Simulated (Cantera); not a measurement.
Feed: 1 mol Si2Cl6, 3.8 mol NH3, 54 mol N2, held at 1650 K and 0.000660 bar.

These are equilibrium values from Cantera (NASA tables, ideal gas, pure condensed phases), not measurements of a reactor. Candidate condensed phases: NH4Cl, Si, Si3N4; 28 gas species. The feed counts by its element totals alone. The tables' values for SiCl, SiCl3 are old estimates; treat these amounts as uncertain. Equilibrium is a limit: real reactors are often held back by kinetics, nucleation or transport.

Task: What is the equilibrium state?

Result: x(N2): 0.865
x(H2): 0.0721
x(HCl): 0.0312
x(SiCl2): 0.0304
x(H): 0.000949
x(Cl): 0.000323
x(Si): 0.000256
x(SiCl): 0.000175
x(SiCl3): 9.44e-5
gas amount: 64.66 mol
log10 activity of Si(s) (absent): -0.20
